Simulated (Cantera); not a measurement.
**Adiabatic ignition**

An adiabatic, constant-pressure homogeneous reactor starts with H₂ : O₂ : N₂ : H₂O = 1 : 0.333 : 1.25 : 0.073 (molar parts), at 1075 K and 7500 Torr.

Model: the H2/O2 subset of GRI-Mech 3.0, which has no nitrogen chemistry, integrated in Cantera. The hydrogen kinetics of GRI-Mech 3.0 are dated; newer H2 mechanisms differ, most at raised pressure.

```json
[
 {"t (s)": "1.00e-6", "T (K)": "1075", "x H₂": "0.377", "x O₂": "0.125", "x H₂O": "0.0275", "x O": "2.52e-11", "x H": "2.85e-10", "x OH": "9.84e-12", "x HO₂": "4.85e-9"},
 {"t (s)": "3.89e-6", "T (K)": "1075", "x H₂": "0.377", "x O₂": "0.125", "x H₂O": "0.0275", "x O": "2.65e-11", "x H": "2.99e-10", "x OH": "1.04e-11", "x HO₂": "2.02e-8"},
 {"t (s)": "1.52e-5", "T (K)": "1075", "x H₂": "0.377", "x O₂": "0.125", "x H₂O": "0.0275", "x O": "3.14e-11", "x H": "3.55e-10", "x OH": "1.28e-11", "x HO₂": "8.11e-8"},
 {"t (s)": "5.90e-5", "T (K)": "1075", "x H₂": "0.377", "x O₂": "0.125", "x H₂O": "0.0275", "x O": "5.66e-11", "x H": "6.39e-10", "x OH": "3.00e-11", "x HO₂": "3.44e-7"},
 {"t (s)": "0.000230", "T (K)": "1075", "x H₂": "0.377", "x O₂": "0.125", "x H₂O": "0.0275", "x O": "3.17e-10", "x H": "3.58e-9", "x OH": "2.73e-10", "x HO₂": "2.42e-6"},
 {"t (s)": "0.000894", "T (K)": "1078", "x H₂": "0.376", "x O₂": "0.125", "x H₂O": "0.0278", "x O": "1.88e-8", "x H": "2.11e-7", "x OH": "2.76e-8", "x HO₂": "6.06e-5"},
 {"t (s)": "0.00348", "T (K)": "2762", "x H₂": "0.142", "x O₂": "0.000171", "x H₂O": "0.310", "x O": "0.000194", "x H": "0.00856", "x OH": "0.00509", "x HO₂": "4.00e-7"},
 {"t (s)": "0.0136", "T (K)": "2762", "x H₂": "0.142", "x O₂": "0.000171", "x H₂O": "0.310", "x O": "0.000194", "x H": "0.00856", "x OH": "0.00509", "x HO₂": "4.00e-7"},
 {"t (s)": "0.0528", "T (K)": "2762", "x H₂": "0.142", "x O₂": "0.000171", "x H₂O": "0.310", "x O": "0.000194", "x H": "0.00856", "x OH": "0.00509", "x HO₂": "4.00e-7"},
 {"t (s)": "0.205", "T (K)": "2762", "x H₂": "0.142", "x O₂": "0.000171", "x H₂O": "0.310", "x O": "0.000194", "x H": "0.00856", "x OH": "0.00509", "x HO₂": "4.00e-7"},
 {"t (s)": "0.800", "T (K)": "2762", "x H₂": "0.142", "x O₂": "0.000171", "x H₂O": "0.310", "x O": "0.000194", "x H": "0.00856", "x OH": "0.00509", "x HO₂": "4.00e-7"}
]
```
x: mole fraction; the columns are a selection and need not sum to one.

| Item | Result |
|---|---|
| time of steepest temperature rise | 1.53 ms |
| temperature at 0.800 s | 2762 K |
| equilibrium temperature | 2762 K |
| x(H₂) at 0.800 s | 0.142 (gas-phase equilibrium 0.142) |
| x(O₂) at 0.800 s | 0.000171 (gas-phase equilibrium 0.000171) |
| x(H₂O) at 0.800 s | 0.310 (gas-phase equilibrium 0.310) |
